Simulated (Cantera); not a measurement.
Charge: 1 mol Fe3O4, 68 mol H2, 73 mol N2, equilibrated at 1200 K and 975 Torr.

Cantera equilibrium calculation (NASA polynomials, part measured and part estimated; ideal gas, pure solids and liquids). Candidate condensed phases: Fe, FeO, Fe(OH)2, Fe(OH)3, Fe2O3, Fe3O4, H2O; 27 gas species. The numbers say what is thermodynamically allowed, not how fast it happens.

Base state: N2 0.518, H2 0.454, H2O 0.0284, NH3 5.47e-5 (mole fractions); condensed: Fe(γ).

**Question.** What changes in the equilibrium state with this change: temperature from 1200 K to 2198.15 K?

**Answer.** 
| species | before | after |
|---|---|---|
| N2 | 0.518 | 0.516 |
| H2 | 0.454 | 0.451 |
| H2O | 0.0284 | 0.0282 |
| H | 1.17e-7 | 0.00328 |
| Fe | <1e-9 | 0.00210 |
| OH | <1e-9 | 2.86e-5 |
| NH3 | 5.47e-5 | 4.20e-6 |
| Fe(γ), mol | 3.00 | 0 |
| Fe(l), mol | 0 | 2.70 |
